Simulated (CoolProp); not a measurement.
Values from CoolProp's reference Helmholtz-energy equation of state, Lemmon 2016.

Q: For R365MFC, give the phase and the speed of sound (m/s), Joule-Thomson coefficient (K/MPa) at 352.7 K and 1.73 MPa; 368.3 K and 1.73 MPa; 422.2 K and 0.0726 MPa.

A: 
- 352.7 K and 1.73 MPa: liquid; speed of sound 538, Joule-Thomson coefficient -0.130
- 368.3 K and 1.73 MPa: liquid; speed of sound 480, Joule-Thomson coefficient -0.0489
- 422.2 K and 0.0726 MPa: gas; speed of sound 156, Joule-Thomson coefficient 9.52
